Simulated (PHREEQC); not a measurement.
**Copper plating or etch bath: speciation**

Solution (25 °C): 1.8 mmol/kgw CuSO4, 2.3 mmol/kgw HNO3 and 0.097 mmol/kgw KCl. Closed to the air; pH follows from the charge balance.

All values are PHREEQC results (ion-association model, phreeqc.dat), not measurements.

```yaml
pH: 2.71
ionic_strength: 0.00834 mol/kgw
specific_conductance: 1210 µS/cm
total_alkalinity: -2.30 meq/kg
```

| species | molality | activity | log γ |
|---|---|---|---|
| NO3- | 0.00230 | 0.00208 | -0.043 |
| H+ | 0.00210 | 0.00193 | -0.037 |
| Cu+2 | 0.00159 | 0.00110 | -0.158 |
| SO4-2 | 0.00139 | 0.000955 | -0.162 |
| CuSO4 | 0.000214 | 0.000215 | 0.001 |
| HSO4- | 0.000197 | 0.000179 | -0.041 |
| Cl- | 9.67e-5 | 8.78e-5 | -0.042 |
| K+ | 9.64e-5 | 8.75e-5 | -0.042 |
| KSO4- | 6.43e-7 | 5.87e-7 | -0.040 |
| CuCl+ | 2.87e-7 | 2.60e-7 | -0.042 |

This is a speciation only: nothing precipitates in the calculation.
